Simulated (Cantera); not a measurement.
**Equilibrium for tantalum, niobium, vanadium and zirconium in process gases: Nb + H2O + H2**

Input: 1 mol Nb, 1.4 mol H2O, 48 mol H2, equilibrated at 1850 °C and 2.00 mbar.

Method: chemical equilibrium by Gibbs-energy minimisation in Cantera with the NASA 1993 tables (ideal gas, pure condensed phases). Candidate condensed phases: H2O, Nb, NbO, NbO2, Nb2O5; 12 gas species. NbO: taken at fixed stoichiometry. Equilibrium is a limit: real reactors are often held back by kinetics, nucleation or transport.

```
Property                               Result
----------------------------------  ---------
x(H2)                                   0.915
x(H)                                   0.0767
x(H2O)                                0.00408
x(NbO2)                               0.00363
x(NbO)                               0.000610
x(OH)                                 4.23e-5
x(O)                                  2.51e-6
n(NbO(s))                           0.781 mol
gas amount                          51.60 mol
log10 activity of Nb(s) (absent)        -0.23
log10 activity of NbO2(s) (absent)      -0.59
```
